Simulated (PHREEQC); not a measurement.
A solution holds 0.21 mol/kgw CuCl2, 0.0019 mol/kgw H2SO4 and 5.9e-05 mol/kgw H3BO3, at 85 °C. Closed to the air; pH follows from the charge balance.

All values are PHREEQC results (ion-association model, phreeqc.dat), not measurements.

| quantity | before | after |
|---|---|---|
| pH | 2.58 | 2.57 |
| ionic strength (mol/kgw) | 0.333 | 0.631 |
| Cu+2 (mol/kgw) | 0.0659 | 0.209 |
| SO4-2 (mol/kgw) | 0.000850 | 0.000660 |
| CuSO4 (mol/kgw) | 0.000747 | 0.00106 |
| HSO4- (mol/kgw) | 0.000303 | 0.000177 |

### Question
Which change was made?
(A) H2SO4 from 0.0019 to 0.00019 mol/kgw
(B) H2SO4 replaced by Na2SO4 at the same molality
(C) diluted 5-fold with water
(D) CuCl2 replaced by Cu(NO3)2 at the same molality

### Answer
D, CuCl2 replaced by Cu(NO3)2 at the same molality

Precipitation was switched off in this run. At this temperature some constants are extrapolated from 25 °C, and those without enthalpy data are left unchanged.
